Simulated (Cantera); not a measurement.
Mixture: 2.12 % CH4, 0.184 % C2H6, 1.57 % C3H8, 20.2 % O2, 75.9 % N2, at 0.533 atm, adiabatic and at constant volume. Ignition delay is the time to a rise of 400 K.

Detailed kinetics in Cantera: GRI-Mech 3.0 (53 species, 325 reactions). GRI-Mech 3.0 was tuned for natural gas; its chemistry of propane as a main component is partial and can be far from experiment.

### Question
At T0 = 1198 K, what is the delay, and which 7 reactions control it most (d ln τ / d ln k, from doubling and halving each rate constant)?

### Answer
The delay is 7.34 ms.
```tsv
reaction	d ln τ / d ln k	faster rate
C2H5 + CH3 (+M) <=> C3H8 (+M)	-0.53	shortens it
H + O2 <=> O + OH	-0.39	shortens it
2 CH3 (+M) <=> C2H6 (+M)	0.37	lengthens it
CH3 + HO2 <=> CH3O + OH	-0.34	shortens it
C3H8 + H <=> C3H7 + H2	0.32	lengthens it
C3H8 + OH <=> C3H7 + H2O	0.23	lengthens it
CH3O + O2 <=> CH2O + HO2	-0.18	shortens it
```
